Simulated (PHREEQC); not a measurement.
Consider water at 25 °C with 0.048 mol NaOH and 0.00051 mol Na2SiO3 per kg of water. Closed to the air; pH follows from the charge balance.

The numbers come from PHREEQC with the ion-association model, phreeqc.dat.

| quantity | before | after |
|---|---|---|
| pH | 12.59 | 11.38 |
| ionic strength (mol/kgw) | 0.0492 | 0.0491 |

Problem. Name the change that produced these shifts.
A. diluted 10-fold with water
B. NaOH left out
C. 0.032 mol/kgw NaCl added
D. Na2SiO3 left out
E. temperature from 25 to 70 °C

Solution. E, temperature from 25 to 70 °C

Precipitation was switched off in this run. At this temperature some constants are extrapolated from 25 °C, and those without enthalpy data are left unchanged.
